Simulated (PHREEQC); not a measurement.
Na2CO3 is added in steps, without added water, to 1 kg of water holding 0.0055 mol/kgw H2SO4 and 4.9e-05 mol/kgw LiCl, at 68 °C. Oxygen alone is held at its pressure in air (log pO2 = -0.68). No CO2 enters from the air. The run lets Halite, Mirabilite, Nahcolite, Natron precipitate or redissolve, and no other solid.

Base run: PHREEQC, ion-association model, wateq4f.dat. Each further column changes one thing. The table gives HSO4- (mol/kgw).

| Na2CO3 added (mol) | base | temperature from 68 to 75 °C | 0.00056 mol/kgw Na2SO4 added | no solid may form |
|---|---|---|---|---|
| 0 | 0.00324 | (withheld) | (withheld) | 0.00324 |
| 0.001875 | 0.00252 | (withheld) | 0.00269 | 0.00252 |
| 0.003375 | 0.00169 | 0.00184 | 0.00178 | 0.00169 |
| 0.00525 | 0.000237 | (withheld) | 0.000247 | 0.000237 |
| 0.00675 | 9.57e-7 | (withheld) | (withheld) | 9.57e-7 |
| 0.008625 | 2.09e-7 | 2.42e-7 | 2.28e-7 | 2.09e-7 |
| 0.01013 | 5.38e-8 | 6.31e-8 | (withheld) | 5.38e-8 |
| 0.012 | 2.83e-9 | 4.05e-9 | 3.16e-9 | 2.83e-9 |

Task: Fill in the missing entries.

Result: 
- 0, temperature from 68 to 75 °C: 0.00346
- 0, 0.00056 mol/kgw Na2SO4 added: 0.00349
- 0.001875, temperature from 68 to 75 °C: 0.00272
- 0.00525, temperature from 68 to 75 °C: 0.000261
- 0.00675, temperature from 68 to 75 °C: 1.11e-6
- 0.00675, 0.00056 mol/kgw Na2SO4 added: 1.04e-6
- 0.01013, 0.00056 mol/kgw Na2SO4 added: 5.88e-8

At this temperature some constants are extrapolated from 25 °C, and those without enthalpy data are left unchanged.
